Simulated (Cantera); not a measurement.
An adiabatic, constant-pressure homogeneous reactor starts with 3.57 % CH4, 0.929 % C2H6, 8.68 % O2, 86.8 % N2, equivalence ratio 1.2, at 1750 K and 31000 Pa.

Detailed kinetics in Cantera: GRI-Mech 3.0 (53 species, 325 reactions).

**Question.** Predict: time of steepest temperature rise; temperature at 2.00 s; equilibrium temperature; x(O2) at 2.00 s; x(HO2) at 2.00 s; x(OH) at 2.00 s.

**Answer.** 
```json
{
 "time_of_steepest_temperature_rise": "0.158 ms",
 "temperature at 2.00 s": "2459 K",
 "equilibrium_temperature": "2459 K",
 "x(O2) at 2.00 s": "0.00237 (gas-phase equilibrium 0.00237)",
 "x(HO2) at 2.00 s": "2.92e-7 (gas-phase equilibrium 2.92e-7)",
 "x(OH) at 2.00 s": "0.00490 (gas-phase equilibrium 0.00490)"
}
```
